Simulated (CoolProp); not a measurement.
Methanol along the isobar 5990 kPa: density (kg/m³) from the reference equation and from simpler models built on Tc = 513.4 K, pc = 8216 kPa, ω = 0.565; each cubic takes its own stable root.

Values from CoolProp's reference Helmholtz-energy equation of state, de Reuck 1993.

| T (K) | phase | reference |
|---|---|---|
| 478.9 | liquid | 546.4 |
| 487.7 | liquid | 515.4 |
| 496.5 | gas | 89.56 |
| 505.3 | gas | 75.20 |
| 514.2 | gas | 67.67 |
| 523 | gas | 62.75 |
| 531.8 | gas | 59.09 |
| 540.6 | gas | 56.19 |
| 549.5 | gas | 53.77 |
| 558.3 | gas | 51.74 |
| 567.1 | gas | 49.99 |
| 575.9 | gas | 48.44 |
| 584.8 | gas | 47.05 |
| 593.6 | gas | 45.82 |
| 602.4 | gas | 44.69 |
| 611.2 | gas | 43.67 |

Task: How far does each simpler model (van der Waals, Redlich-Kwong, Peng-Robinson) lie from the reference over these 16 states: mean and median of the absolute difference, and the worst?

Result: 
- van der Waals: mean 14.9 %, median 2.6 %, worst -85.8 % at 487.7 K and 5990 kPa
- Redlich-Kwong: mean 11.0 %, median 2.9 %, worst -84.3 % at 487.7 K and 5990 kPa
- Peng-Robinson: mean 4.6 %, median 1.8 %, worst -23.9 % at 487.7 K and 5990 kPa

At some of these states van der Waals, Redlich-Kwong gives the other phase, because its saturation line lies elsewhere.
